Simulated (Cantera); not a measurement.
A Cantera script and what it prints.

```python
import numpy as np
import cantera as ct

gas_names = [...]  # 109 gases of nasa_gas.yaml made of C, Cl, H, Si
cond_names = """
    C(gr) C6H6(L) C7H8(L) C8H18(L),n-octa Si(cr) Si(L) SiC(b)
""".split()


# ... load() reads the species with a 1 bar reference pressure and builds the phases ...
atoms = {
    'CH3SiCl3': {'C': 1, 'H': 3, 'Si': 1, 'CL': 3},
    'HCl': {'H': 1, 'CL': 1},
    'H2': {'H': 2},
}
top_T = {'C(gr)': 4500, 'SiC(b)': 3050}  # K; cautious upper limits of use, not melting points


# ... equilibrate(T, P, feed) seeds the gas with the atoms and calls Mixture.equilibrate('TP', solver="vcs", rtol=1e-11, max_steps=5000) ...
results = []
T = 1798.15  # K
P = 30000  # Pa
for m in [39, 72, 110, 140, 170, 200, 240, 270, 300, 340, 370]:
    feed = {'CH3SiCl3': 1, 'HCl': 2.7, 'H2': m}  # mol
    mix = equilibrate(T, P, feed)
    results.append((T, P, feed, dict(zip(mix.species_names, mix.species_moles))))
    x = sorted(zip(gas.X, gas.species_names), reverse=True)
    print(f"T = {T:g} K  P = {P:g} Pa  n(H2) = {m:g} mol  gas = {mix.phase_moles(0):.4g} mol")
    print("   x: " + "  ".join(f"{s} {v:.3e}" for v, s in x if v > 0.001))
    print("   condensed (mol): " + ("  ".join(f"{mix.phase(i).name} {mix.phase_moles(i):.4g}"
          for i in range(1, mix.n_phases) if mix.phase_moles(i) > 1e-12) or "none"))
```

Result:

```
T = 1798.15 K  P = 30000 Pa  n(H2) = 39 mol  gas = 44.71 mol
   x: H2 8.730e-01  HCL 1.246e-01  SiCL2 1.317e-03
   condensed (mol): C(gr) 0.04004  SiC(b) 0.9384
T = 1798.15 K  P = 30000 Pa  n(H2) = 72 mol  gas = 77.71 mol
   x: H2 9.262e-01  HCL 7.237e-02
   condensed (mol): SiC(b) 0.9639
T = 1798.15 K  P = 30000 Pa  n(H2) = 110 mol  gas = 115.7 mol
   x: H2 9.502e-01  HCL 4.866e-02
   condensed (mol): SiC(b) 0.9669
T = 1798.15 K  P = 30000 Pa  n(H2) = 140 mol  gas = 145.7 mol
   x: H2 9.603e-01  HCL 3.866e-02
   condensed (mol): SiC(b) 0.9683
T = 1798.15 K  P = 30000 Pa  n(H2) = 170 mol  gas = 175.7 mol
   x: H2 9.670e-01  HCL 3.207e-02
   condensed (mol): SiC(b) 0.9693
T = 1798.15 K  P = 30000 Pa  n(H2) = 200 mol  gas = 205.7 mol
   x: H2 9.717e-01  HCL 2.740e-02
   condensed (mol): SiC(b) 0.97
T = 1798.15 K  P = 30000 Pa  n(H2) = 240 mol  gas = 245.8 mol
   x: H2 9.762e-01  HCL 2.295e-02
   condensed (mol): SiC(b) 0.9706
T = 1798.15 K  P = 30000 Pa  n(H2) = 270 mol  gas = 275.8 mol
   x: H2 9.787e-01  HCL 2.046e-02
   condensed (mol): SiC(b) 0.971
T = 1798.15 K  P = 30000 Pa  n(H2) = 300 mol  gas = 305.8 mol
   x: H2 9.807e-01  HCL 1.845e-02
   condensed (mol): SiC(b) 0.9712
T = 1798.15 K  P = 30000 Pa  n(H2) = 340 mol  gas = 345.8 mol
   x: H2 9.829e-01  HCL 1.632e-02
   condensed (mol): SiC(b) 0.9715
T = 1798.15 K  P = 30000 Pa  n(H2) = 370 mol  gas = 375.8 mol
   x: H2 9.842e-01  HCL 1.502e-02
   condensed (mol): SiC(b) 0.9716
```

Method: chemical equilibrium by Gibbs-energy minimisation in Cantera with the NASA 1993 tables (ideal gas, pure condensed phases). The feed counts by its element totals alone. The tables' values for SiCl3 are old estimates; treat these amounts as uncertain.
